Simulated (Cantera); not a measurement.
Charge: 1 mol CH₂F₂, 3.1 mol H₂, at 2127 °C and 0.0980 bar.

Method: chemical equilibrium by Gibbs-energy minimisation in Cantera with the NASA 1993 tables (ideal gas, pure condensed phases). Rates play no part.

```csv
species,before,after
H₂,0.573,0.605
HF,0.385,0.393
CH₄,5.72e-6,0.00209
H,0.0385,1.93e-8
C₂H₂ (acetylene),0.00399,2.39e-9
F,4.11e-5,<1e-9
C₂H,1.54e-5,<1e-9
C₄H₂,1.15e-5,<1e-9
"C(graphite), mol",0.958,0.989
```
Gas species are given as mole fractions.

**Question.** Name the change that produced these shifts.
(A) temperature from 2127 °C to 1252 °C
(B) temperature from 2127 °C to 952 °C
(C) temperature from 2127 °C to 775 °C
(D) temperature from 2127 °C to 2600 °C

**Answer.** C, temperature from 2127 °C to 775 °C
